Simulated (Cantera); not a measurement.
A closed system holds: 1 mol Si3N4, 0.022 mol C, 4.8 mol N2, held at 1473 K and 0.0100 bar.

Equilibrium computed with Cantera from the NASA thermochemical tables; the gas is ideal and each condensed phase is pure. Candidate condensed phases: C, Si, SiC, Si3N4; 20 gas species. Mutual solubility and eutectic melting of coexisting phases are not modelled. Equilibrium is a limit: real reactors are often held back by kinetics, nucleation or transport.

Base state: N2 1.00 (mole fractions); condensed: SiC(s) + Si3N4(s).

Problem. What changes in the equilibrium state with this change: temperature from 1473 K to 2173.15 K?

Solution. 
```csv
species,before,after
N2,1.00,0.969
Si,1.08e-8,0.0283
Si2C,<1e-9,0.00151
Si2N,<1e-9,0.000560
Si2,<1e-9,0.000430
SiN,1.56e-9,0.000496
Si3,<1e-9,8.50e-5
SiC2,<1e-9,2.40e-5
"SiC(s), mol",0.0220,0.0110
"Si3N4(s), mol",0.993,0
"Si(l), mol",0,2.75
```
The tables' values for SiN are old estimates; treat these amounts as uncertain.
